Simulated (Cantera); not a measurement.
A perfectly stirred reactor is fed with CH4 : H2 : H = 0.024 : 1 : 0.081 (molar parts), at 278 Torr; it is held at 1700 K, and followed from long to short residence time.

Computed with Cantera and GRI-Mech 3.0 (53 species, 325 reactions). GRI-Mech 3.0 stops at C3 and has no aromatics, soot or wall deposition, so with more carbon than oxygen in the feed, carbon stays in small species such as C2H2 where larger ones or solid carbon would form.

Task: What does this change do: temperature 1700 to 2300 K?

Result: 
```
quantity                  before     after
----------------------  --------  --------
x(CH4) at τ = 2.20 s     0.00757  0.000171
x(H2) at τ = 2.20 s        0.985     0.973
x(H) at τ = 2.20 s      0.000274    0.0158
x(C2H) at τ = 2.20 s     1.11e-8   7.93e-6
x(C2H2) at τ = 2.20 s    0.00717    0.0108
x(CH4) at τ = 20.0 ms     0.0141   0.00117
x(H2) at τ = 20.0 ms       0.981     0.971
x(H) at τ = 20.0 ms      0.00103    0.0168
x(C2H) at τ = 20.0 ms    2.26e-8   7.92e-6
x(C2H2) at τ = 20.0 ms   0.00386    0.0102
```

Task: What does this change do: H2 1 to 3 parts?

Result: 
| quantity | before | after |
|---|---|---|
| x(CH4) at τ = 2.20 s | 0.00757 | 0.00400 |
| x(H2) at τ = 2.20 s | 0.985 | 0.994 |
| x(H) at τ = 2.20 s | 0.000274 | 0.000266 |
| x(C2H) at τ = 2.20 s | 1.11e-8 | 2.77e-9 |
| x(C2H2) at τ = 2.20 s | 0.00717 | 0.00186 |
| x(CH4) at τ = 20.0 ms | 0.0141 | 0.00636 |
| x(H2) at τ = 20.0 ms | 0.981 | 0.992 |
| x(H) at τ = 20.0 ms | 0.00103 | 0.000940 |
| x(C2H) at τ = 20.0 ms | 2.26e-8 | 3.44e-9 |
| x(C2H2) at τ = 20.0 ms | 0.00386 | 0.000650 |
